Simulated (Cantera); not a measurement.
Source: NASA polynomial tables (part measured, part estimated), evaluated in Cantera. Values are per mole of reaction as written; species without (g) are pure solids or liquids, kept so even where they would boil at 1 bar.

Between 800 and 925 K, where is each reaction favourable under standard conditions?
- 12 Fe(OH)3 + C6H6(g) ⇌ 4 O3(g) + 6 CH3(g) + 12 Fe(OH)2


- 12 Fe(OH)3 + C6H6(g) ⇌ 4 O3(g) + 6 CH3(g) + 12 Fe(OH)2: ΔG° is 3117 kJ at 800 K and 2904 kJ at 925 K; it stays positive (K < 1). ΔH° is 4474 kJ and ΔS° 1697 J/K at 925 K.
